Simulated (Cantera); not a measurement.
Cantera run:

```python
import numpy as np
import cantera as ct

gas_names = [...]  # 109 gases of nasa_gas.yaml made of C, Cl, H, Si
cond_names = """
    C(gr) C6H6(L) C7H8(L) C8H18(L),n-octa Si(cr) Si(L) SiC(b)
""".split()


# ... load() reads the species with a 1 bar reference pressure and builds the phases ...
atoms = {
    'CH3SiCl3': {'C': 1, 'H': 3, 'Si': 1, 'CL': 3},
    'C3H8': {'C': 3, 'H': 8},
    'H2': {'H': 2},
}
top_T = {'C(gr)': 4500, 'SiC(b)': 3050}  # K; cautious upper limits of use, not melting points


# ... equilibrate(T, P, feed) seeds the gas with the atoms and calls Mixture.equilibrate('TP', solver="vcs", rtol=1e-11, max_steps=5000) ...
results = []
feed = {'CH3SiCl3': 1, 'C3H8': 0.0063, 'H2': 44}  # mol
P = 1100  # Pa
for T in [1125, 1225, 1325, 1425, 1525, 1625, 1725, 1825, 1925, 2025, 2125, 2225]:
    mix = equilibrate(T, P, feed)
    results.append((T, P, feed, dict(zip(mix.species_names, mix.species_moles))))

top = {s: max(r[3][s] / sum(r[3][g] for g in gas_names) for r in results) for s in gas_names}
cols = sorted((s for s in top if top[s] > 1e-05), key=lambda s: -top[s])[:7]
seen = [c for c in cond_names if any(r[3].get(c, 0) > 1e-12 for r in results)]
print("log10 of partial pressures in bar; condensed amounts in mol")
print(f"{'T/K':>10s}" + "".join(f"{s[:9]:>10s}" for s in cols + seen))
for T, P, feed, n in results:
    ng = sum(n[g] for g in gas_names)
    print(f"{T:10.4g}" + "".join(f"{np.log10(max(n[s] / ng * P / 1e5, 1e-99)):10.3f}" for s in cols)
          + "".join(f"{n.get(c, 0):10.4g}" for c in seen))
```

Result:

```
log10 of partial pressures in bar; condensed amounts in mol
       T/K        H2       HCL         H        Si        CL C2H2,acet     SiCL2     C(gr)    SiC(b)
      1125    -1.987    -3.155    -8.346   -16.140    -9.565    -9.626    -6.981  0.007852     0.998
      1225    -1.987    -3.154    -7.500   -14.170    -8.732    -8.777    -6.642   0.01432    0.9986
      1325    -1.987    -3.154    -6.780   -12.499    -8.024    -8.057    -6.357   0.01785    0.9979
      1425    -1.987    -3.155    -6.160   -11.064    -7.414    -7.440    -6.114   0.02028    0.9966
      1525    -1.987    -3.156    -5.620    -9.820    -6.884    -6.905    -5.905   0.02221    0.9946
      1625    -1.987    -3.157    -5.145    -8.730    -6.418    -6.436    -5.723   0.02328    0.9918
      1725    -1.988    -3.158    -4.725    -7.767    -6.006    -6.023    -5.565    0.0222    0.9881
      1825    -1.989    -3.161    -4.351    -6.911    -5.640    -5.657    -5.427   0.01664     0.983
      1925    -1.991    -3.165    -4.015    -6.146    -5.313    -5.330    -5.307     0.004    0.9742
      2025    -1.995    -3.173    -3.713    -5.424    -5.020    -5.104    -5.173         0    0.9488
      2125    -2.003    -3.185    -3.442    -4.811    -4.758    -4.823    -5.098         0    0.8755
      2225    -2.018    -3.204    -3.197    -4.266    -4.523    -4.550    -5.053   0.06677    0.6343
```

These are equilibrium values from Cantera (NASA tables, ideal gas, pure condensed phases), not measurements of a reactor. The feed counts by its element totals alone. The tables' values for SiCl are old estimates; treat these amounts as uncertain. Gases not in the tables: Si2H6 and higher silanes.
